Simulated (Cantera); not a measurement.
Pyrogenic steam for wet oxidation

An isothermal, constant-pressure homogeneous reactor starts with 10.7 % H2, 15.1 % O2, 74.1 % N2, equivalence ratio 0.35, at 975 K and 0.160 bar.

Model: the H2/O2 subset of GRI-Mech 3.0, which has no nitrogen chemistry, integrated in Cantera. The temperature is held fixed by assumption; the heat of reaction is taken as removed at once.

```
t (s)         x H2   x O2       x H    x HO2    x H2O
--------  --------  -----  --------  -------  -------
0.000800     0.107  0.151   2.30e-6  5.19e-7  3.37e-6
0.00159     0.0518  0.127    0.0196  2.05e-5   0.0462
0.00315    0.00258  0.104  0.000379  1.81e-5    0.110
0.00626   0.000877  0.103   2.45e-5  1.06e-5    0.113
0.0124    0.000380  0.103   4.73e-6  6.38e-6    0.113
0.0247    0.000156  0.103   1.08e-6  3.42e-6    0.113
0.0490     5.43e-5  0.103   2.27e-7  1.48e-6    0.113
0.0973     1.50e-5  0.103   3.96e-8  4.80e-7    0.113
0.193      3.18e-6  0.103   5.65e-9  1.23e-7    0.114
0.383      5.28e-7  0.103  7.58e-10  2.93e-8    0.114
0.761      6.97e-8  0.103  1.22e-10  8.08e-9    0.114
1.51       9.39e-9  0.103  2.77e-11  2.94e-9    0.114
3.00       2.45e-9  0.103  8.08e-12  1.31e-9    0.114
```
x: mole fraction; the columns are a selection and need not sum to one.

Equilibrium at this temperature and pressure: H2 3.62e-11, O2 0.103, H <1e-12, HO2 2.44e-10, H2O 0.114 (gas phase only).
